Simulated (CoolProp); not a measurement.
Properties of C3F8 (R218) at several states (Tc = 345.0 K, pc = 2.640 MPa, ω = 0.317).

Computed with CoolProp (reference Helmholtz-energy equation of state, Lemmon 2006). It is a short technical equation, of lower accuracy than the large ones.

```
T (K)  p (MPa)          phase       Z  speed of sound (m/s)  Joule-Thomson coefficient (K/MPa)  isothermal compressibility (1/MPa)
-----  -------  -------------  ------  --------------------  ---------------------------------  ----------------------------------
386.7   0.0969            gas  0.9920                 133.1                                [?]                               10.40
247.9    0.103            gas     [?]                 104.1                              26.81                               10.19
227.1   0.0212            gas  0.9877                 102.7                              35.92                               47.77
388.4     5.51  supercritical     [?]                 103.1                                [?]                              0.2317
```

Question: What belongs in the gaps?

Answer: 
- 386.7, Joule-Thomson coefficient (K/MPa): 5.665
- 247.9, Z: 0.9558
- 388.4, Z: 0.4766
- 388.4, Joule-Thomson coefficient (K/MPa): 4.887
